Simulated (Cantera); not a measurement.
Input: 1 mol Pb, 3.7 mol CO₂, 7.3 mol CO.

Cantera equilibrium calculation (NASA polynomials, part measured and part estimated; ideal gas, pure solids and liquids). Candidate condensed phases: C, Pb, PbO, PbO₂, Pb₃O₄; 15 gas species. Equilibrium is a limit: real reactors are often held back by kinetics, nucleation or transport.

Stable condensed phases, one row left out:

```
T in K \ P in Pa
              10      41     160     670    2700   11000   45000  180000  740000 3000000
   1598        A       A       A       A       A       A       A       B       B       B
   1548        A       A       A       A       A       A       A       B       B       B
   1448        A       A       A       A       A       A       B       B       B       B
   1398        A       A       A       A       A       B       B       B       B       B
   1348        A       A       A       A       A       B       B       B       B       B
   1298        A       A       A       A       A       B       B       B       B       B
   1248        A       A       A       A       B       B       B       B       B       B
   1198        A       A       A       A       B       B       B       B       B       B
```

A: gas only; B: Pb.

Q: Give the row for 1498 K.

A: 10: gas only; 41: gas only; 160: gas only; 670: gas only; 2700: gas only; 11000: gas only; 45000: Pb; 180000: Pb; 740000: Pb; 3000000: Pb.
